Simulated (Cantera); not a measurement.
**Gas-phase reforming**

A perfectly stirred reactor is fed with CH4 : CO2 = 1 : 0.47 (molar parts), at 750 Torr; it is held at 1923 K, and followed from long to short residence time.

Computed with Cantera and GRI-Mech 3.0 (53 species, 325 reactions). GRI-Mech 3.0 stops at C3 and has no aromatics, soot or wall deposition, so with more carbon than oxygen in the feed, carbon stays in small species such as C2H2 where larger ones or solid carbon would form.

```tsv
τ (s)	x CH4	x CO2	x CH2CO	x CH3	x C2H4
1.9	0.00664	0.000737	2.69e-6	0.000164	0.000553
0.70	0.00989	0.00183	5.85e-6	0.000246	0.000574
0.26	0.0152	0.00416	1.27e-5	0.000380	0.000624
0.098	0.0233	0.00841	2.60e-5	0.000590	0.000720
0.036	0.0362	0.0161	4.82e-5	0.000929	0.000903
0.014	0.0558	0.0295	7.32e-5	0.00143	0.00125
0.0051	0.0917	0.0589	8.79e-5	0.00227	0.00214
0.0019	0.153	0.112	7.43e-5	0.00352	0.00434
0.00070	0.250	0.182	4.26e-5	0.00529	0.00928
```
x: mole fraction; the columns are a selection and need not sum to one.
